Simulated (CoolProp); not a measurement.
Dodecamethylpentasiloxane (MD3M) at several states: fugacity coefficient from the reference equation and from simpler models built on Tc = 628.0 K, pc = 954.0 kPa, ω = 0.730; each cubic takes its own stable root.

Computed with CoolProp (reference Helmholtz-energy equation of state, Thol 2019).

```tsv
T (K)	p (kPa)	phase	reference	van der Waals	Redlich-Kwong
266.6	28.4	liquid	7.954e-6	0.2792	0.005754
421.3	1220	liquid	0.009045	0.1462	0.05471
245.7	13.9	liquid	9.387e-7	0.2925	0.002466
294.2	10.3	liquid	___	0.9821	0.08083
431.7	2070	liquid	0.008653	0.1189	___
230.9	140	liquid	___	0.01775	___
```

**Question.** Complete the blanks.

**Answer.** 
- 294.2, reference: 0.0004378
- 431.7, Redlich-Kwong: 0.04573
- 230.9, reference: 8.587e-9
- 230.9, Redlich-Kwong: 6.730e-5

At some of these states van der Waals gives the other phase, because its saturation line lies elsewhere.
